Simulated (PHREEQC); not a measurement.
A solution holds 0.86 mol/kgw HF, 0.0015 mol/kgw H2SiF6, 0.0054 mol/kgw H3PO4 and 0.74 mol/kgw HCl, at 25 °C. Closed to the air; pH follows from the charge balance.

All values are PHREEQC results (ion-association model, phreeqc.dat), not measurements.

Each row changes one thing in this solution. No solid was allowed to form.

```
case                                              pH  ionic strength (mol/kgw)  HF2- (mol/kgw)  F- (mol/kgw)  H2PO4- (mol/kgw)  HPO4-2 (mol/kgw)  SI of Quartz (SiO2)
----------------------------------------------  ----  ------------------------  --------------  ------------  ----------------  ----------------  -------------------
as made                                         0.25                     0.753         0.00607       0.00198          0.000113          4.47e-11               -11.24
temperature from 25 to 20 °C                    0.25                     0.753         0.00632       0.00215          0.000119          4.53e-11               -11.60
H3PO4 replaced by NaH2PO4 at the same molality  0.25                     0.753         0.00611       0.00199          0.000114          4.53e-11               -11.25
diluted 100-fold with water                     2.12                   0.00825               ?      0.000758           2.68e-5                 ?                -3.73
temperature from 25 to 70 °C                    0.26                         ?         0.00309      0.000889           7.56e-5          4.23e-11                    ?
HCl from 0.74 to 0.814 mol/kgw                  0.21                     0.826         0.00568       0.00186          0.000106          3.93e-11               -11.23
temperature from 25 to 75 °C                    0.26                         ?         0.00278      0.000808           7.29e-5          4.23e-11                -7.72
```

### Question
Complete the blanks.

### Answer

- diluted 100-fold with water, HF2- (mol/kgw): 2.27e-5
- diluted 100-fold with water, HPO4-2 (mol/kgw): 2.90e-10
- temperature from 25 to 70 °C, ionic strength (mol/kgw): 0.749
- temperature from 25 to 70 °C, SI of Quartz (SiO2): -8.08
- temperature from 25 to 75 °C, ionic strength (mol/kgw): 0.748

The ionic strength passes 0.7 mol/kgw, the rough limit of the ion-association models, in as made; temperature from 25 to 20 °C; H3PO4 replaced by NaH2PO4 at the same molality; temperature from 25 to 70 °C; HCl from 0.74 to 0.814 mol/kgw; temperature from 25 to 75 °C. At this temperature some constants are extrapolated from 25 °C, and those without enthalpy data are left unchanged. SiF6-2 is the database's only silicon fluoride.
